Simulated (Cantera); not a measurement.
Charge: 1 mol MgSO4, 0.076 mol CO2, 3.4 mol H2, equilibrated at 1350 K and 55.0 Pa.

Method: chemical equilibrium by Gibbs-energy minimisation in Cantera with the NASA 1993 tables (ideal gas, pure condensed phases). Candidate condensed phases: C, C6H6, C7H8, C8H18, H2O, H2SO4, Mg, MgCO3, MgO, Mg(OH)2, MgS, MgSO4, S; 130 gas species. Equilibrium is a limit: real reactors are often held back by kinetics, nucleation or transport.

Base state: H2O 0.610, H2 0.210, S2 0.0822, SO2 0.0643, H2S 0.0115, CO2 0.0111, CO 0.00749, SO 0.00259 (mole fractions); condensed: MgO(s).

Problem. What changes in the equilibrium state with this change: pressure from 55.0 Pa to 1.00 bar?

Solution. 
```csv
species,before,after
H2O,0.610,0.728
H2S,0.0115,0.107
S2,0.0822,0.0611
H2,0.210,0.0533
SO2,0.0643,0.0288
CO2,0.0111,0.0172
H,4.65e-5,5.50e-7
S,7.20e-5,1.46e-6
COS,1.33e-5,0.000162
SO,0.00259,0.000246
"MgO(s), mol",1.00,1.00
```
